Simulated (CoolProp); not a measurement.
Properties of 1,2-dichloroethane along the isobar 9450 kPa (Tc = 288.4 °C, pc = 5226 kPa, ω = 0.269).

Values from CoolProp's reference Helmholtz-energy equation of state, Thol 2015.

| T (°C) | phase | speed of sound (m/s) | Joule-Thomson coefficient (K/MPa) | fugacity coefficient |
|---|---|---|---|---|
| 51.85 | liquid | 1139 | -0.3870 | 0.004652 |
| 76.85 | liquid | 1048 | -0.3548 | 0.01108 |
| 101.85 | liquid | 958.0 | -0.3147 | 0.02291 |
| 126.85 | liquid | 869.5 | -0.2650 | 0.04225 |
| 151.85 | liquid | 782.6 | -0.2030 | 0.07101 |
| 176.85 | liquid | 697.5 | -0.1237 | 0.1106 |
| 201.85 | liquid | 614.5 | -0.01790 | 0.1615 |
| 226.85 | liquid | 533.1 | 0.1334 | 0.2236 |
